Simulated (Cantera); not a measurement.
An isothermal, constant-pressure homogeneous reactor starts with C2H6 : H2 = 1 : 37 (molar parts), at 1050 K and 880 Pa. Integrator tolerance rtol = 1e-08.

Detailed kinetics in Cantera: GRI-Mech 3.0 (53 species, 325 reactions). GRI-Mech 3.0 stops at C3 and has no aromatics, soot or wall deposition, so with more carbon than oxygen in the feed, carbon stays in small species such as C2H2 where larger ones or solid carbon would form. Radical loss at walls, strong at low pressure, is not modelled.

Q: What does this change do: H2 37 to 17 parts?

A: 
```
quantity                                             before                                     after
-----------------  ----------------------------------------  ----------------------------------------
x(C2H6) at 40.0 s  0.000192 (gas-phase equilibrium 7.76e-7)  0.000392 (gas-phase equilibrium 3.63e-6)
x(H2) at 40.0 s         0.970 (gas-phase equilibrium 0.948)       0.939 (gas-phase equilibrium 0.890)
x(H) at 40.0 s      1.37e-6 (gas-phase equilibrium 8.47e-8)   1.30e-6 (gas-phase equilibrium 8.21e-8)
x(C2H2) at 40.0 s   0.00158 (gas-phase equilibrium 5.39e-5)  0.00323 (gas-phase equilibrium 0.000286)
x(C2H4) at 40.0 s    0.0198 (gas-phase equilibrium 7.88e-5)   0.0415 (gas-phase equilibrium 0.000392)
x(C2H) at 40.0 s      <1e-12 (gas-phase equilibrium <1e-12)     <1e-12 (gas-phase equilibrium <1e-12)
```

Q: What does this change do: temperature 1050 to 1248 K?

A: 
```csv
quantity,before,after
x(C2H6) at 40.0 s,0.000192 (gas-phase equilibrium 7.76e-7),9.21e-7 (gas-phase equilibrium 5.11e-7)
x(H2) at 40.0 s,0.970 (gas-phase equilibrium 0.948),0.965 (gas-phase equilibrium 0.963)
x(H) at 40.0 s,1.37e-6 (gas-phase equilibrium 8.47e-8),5.41e-6 (gas-phase equilibrium 4.92e-6)
x(C2H2) at 40.0 s,0.00158 (gas-phase equilibrium 5.39e-5),0.0142 (gas-phase equilibrium 0.0139)
x(C2H4) at 40.0 s,0.0198 (gas-phase equilibrium 7.88e-5),0.00142 (gas-phase equilibrium 0.000690)
x(C2H) at 40.0 s,<1e-12 (gas-phase equilibrium <1e-12),2.28e-11 (gas-phase equilibrium 2.03e-11)
```
